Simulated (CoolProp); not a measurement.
Properties of nitrogen along the isobar 9430 kPa.

The numbers come from the reference Helmholtz-energy equation of state, Span 2000 in CoolProp.

```json
[
 {"T (°C)": "-164.65", "phase": "liquid", "density (kg/m³)": "690.6", "viscosity (µPa s)": "75.2"},
 {"T (°C)": "-138.65", "phase": "supercritical", "density (kg/m³)": "532.0", "viscosity (µPa s)": "40.3"},
 {"T (°C)": "-112.65", "phase": "supercritical", "density (kg/m³)": "…", "viscosity (µPa s)": "21.0"},
 {"T (°C)": "-86.65", "phase": "supercritical", "density (kg/m³)": "215.1", "viscosity (µPa s)": "17.5"},
 {"T (°C)": "-60.65", "phase": "supercritical", "density (kg/m³)": "…", "viscosity (µPa s)": "…"},
 {"T (°C)": "-34.65", "phase": "supercritical", "density (kg/m³)": "141.5", "viscosity (µPa s)": "17.8"},
 {"T (°C)": "-8.65", "phase": "supercritical", "density (kg/m³)": "123.1", "viscosity (µPa s)": "18.6"},
 {"T (°C)": "17.35", "phase": "supercritical", "density (kg/m³)": "109.6", "viscosity (µPa s)": "19.5"},
 {"T (°C)": "43.35", "phase": "supercritical", "density (kg/m³)": "99.17", "viscosity (µPa s)": "20.4"},
 {"T (°C)": "69.35", "phase": "supercritical", "density (kg/m³)": "90.74", "viscosity (µPa s)": "21.3"},
 {"T (°C)": "95.35", "phase": "supercritical", "density (kg/m³)": "83.77", "viscosity (µPa s)": "22.3"},
 {"T (°C)": "121.35", "phase": "supercritical", "density (kg/m³)": "…", "viscosity (µPa s)": "23.2"}
]
```

Some entries are withheld; supply them.


- -112.65, density (kg/m³): 321.0
- -60.65, density (kg/m³): 168.6
- -60.65, viscosity (µPa s): 17.3
- 121.35, density (kg/m³): 77.88

Viscosity comes from a separate model (Lemmon 2004).
